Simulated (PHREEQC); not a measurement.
Dissolve 1.6 mol/kgw K2CO3 at 25 °C. Closed to the air; pH follows from the charge balance.

Computed with PHREEQC (Pitzer model, pitzer.dat).

No solid was allowed to form.

Predict the pH, osmotic coefficient, density.

pH 12.10; osmotic coefficient 0.877; density 1.161 g/cm³.

In brines, pH and single-ion activities rest on the MacInnes convention.
